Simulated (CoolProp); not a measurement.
Properties of octamethyltrisiloxane (MDM) along the isobar 0.101 MPa.

The numbers come from the reference Helmholtz-energy equation of state, Thol 2017 in CoolProp.

| T (K) | phase | cp (kJ/(kg K)) | expansivity (1/kK) |
|---|---|---|---|
| 434.1 | gas | 1.796 | [?] |
| 454.2 | gas | [?] | 2.737 |
| 474.4 | gas | [?] | 2.530 |
| 494.5 | gas | [?] | [?] |
| 514.6 | gas | 1.977 | 2.218 |
| 534.7 | gas | [?] | [?] |
| 554.9 | gas | 2.060 | 1.990 |
| 575 | gas | [?] | 1.897 |

**Question.** Complete the blanks.

**Answer.** 
- 434.1, expansivity (1/kK): 2.995
- 454.2, cp (kJ/(kg K)): 1.843
- 474.4, cp (kJ/(kg K)): 1.889
- 494.5, cp (kJ/(kg K)): 1.934
- 494.5, expansivity (1/kK): 2.360
- 534.7, cp (kJ/(kg K)): 2.019
- 534.7, expansivity (1/kK): 2.097
- 575, cp (kJ/(kg K)): 2.100
